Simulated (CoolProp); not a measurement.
n-perfluorohexane along the isobar 8.95 MPa: density (kg/m³) from the reference equation and from simpler models built on Tc = 448.0 K, pc = 1.742 MPa, ω = 0.497; each cubic takes its own stable root.

The numbers come from the reference Helmholtz-energy equation of state, Gao 2022 in CoolProp.

```csv
T (K),phase,reference,van der Waals,Redlich-Kwong,Soave-Redlich-Kwong,Peng-Robinson
261,liquid,1808,1059,1518,1578,1770
278.1,liquid,1764,1044,1487,1549,1738
295.3,liquid,1720,1029,1455,1518,1704
312.5,liquid,1676,1013,1421,1484,1666
329.7,liquid,1630,996.7,1387,1448,1626
346.9,liquid,1584,980.2,1351,1409,1583
364.1,liquid,1536,963.5,1315,1367,1535
381.3,liquid,1487,946.4,1277,1323,1485
398.4,liquid,1436,929.2,1239,1276,1430
415.6,liquid,1383,911.6,1200,1226,1372
432.8,liquid,1327,893.6,1160,1173,1309
450,supercritical,1269,875.4,1119,1117,1243
```
